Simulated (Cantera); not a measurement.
A closed system holds: 1 mol CCl4, 7.3 mol H2, at 1598.15 K and 0.0150 Torr.

Equilibrium computed with Cantera from the NASA thermochemical tables; the gas is ideal and each condensed phase is pure. Candidate condensed phases: C, C6H6, C7H8, C8H18; 91 gas species. Rates play no part.

Base state: H2 0.564, HCl 0.422, H 0.00895, Cl 0.00530, C2H2 (acetylene) 1.52e-5 (mole fractions); condensed: C(graphite).

**Question.** What changes in the equilibrium state with this change: pressure from 0.0150 Torr to 0.0488 Torr?

**Answer.** 
| species | before | after |
|---|---|---|
| H2 | 0.564 | 0.567 |
| HCl | 0.422 | 0.425 |
| H | 0.00895 | 0.00498 |
| Cl | 0.00530 | 0.00296 |
| C2H2 (acetylene) | 1.52e-5 | 1.53e-5 |
| C(graphite), mol | 1.000 | 1.000 |
